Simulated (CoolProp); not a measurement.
Vapour-liquid equilibrium of carbon dioxide (1) + sulfur dioxide (2) at 791 kPa; x and y are mole fractions of (1).

The numbers come from the multi-fluid Helmholtz-energy mixture model, Span 1996 and Gao 2016; pair parameters Bell 2016 in CoolProp.

```json
[
 {"x": "0.05", "bubble temperature, mixture model (K)": "302.9", "bubble temperature, Raoult's law (K)": "302.8", "y, mixture model": "0.421", "y, Raoult's law": "0.452"},
 {"x": "0.2", "bubble temperature, mixture model (K)": "267.8", "bubble temperature, Raoult's law (K)": "271.8", "y, mixture model": "0.856", "y, Raoult's law": "0.851"},
 {"x": "0.35", "bubble temperature, mixture model (K)": "251.4", "bubble temperature, Raoult's law (K)": "255.7", "y, mixture model": "0.941", "y, Raoult's law": "0.941"},
 {"x": "0.5", "bubble temperature, mixture model (K)": "242.4", "bubble temperature, Raoult's law (K)": "245.4", "y, mixture model": "0.969", "y, Raoult's law": "0.973"},
 {"x": "0.65", "bubble temperature, mixture model (K)": "236.7", "bubble temperature, Raoult's law (K)": "238.1", "y, mixture model": "0.982", "y, Raoult's law": "0.987"},
 {"x": "0.8", "bubble temperature, mixture model (K)": "232.3", "bubble temperature, Raoult's law (K)": "232.6", "y, mixture model": "0.990", "y, Raoult's law": "0.995"},
 {"x": "0.95", "bubble temperature, mixture model (K)": "228.2", "bubble temperature, Raoult's law (K)": "228.1", "y, mixture model": "0.998", "y, Raoult's law": "0.999"}
]
```

The largest gap from Raoult's law is -4.3 K in bubble temperature, at x = 0.35. No azeotrope shows between x = 0.05 and 0.95.

The pair parameters rest on a limited set of measurements; away from them the model extrapolates.
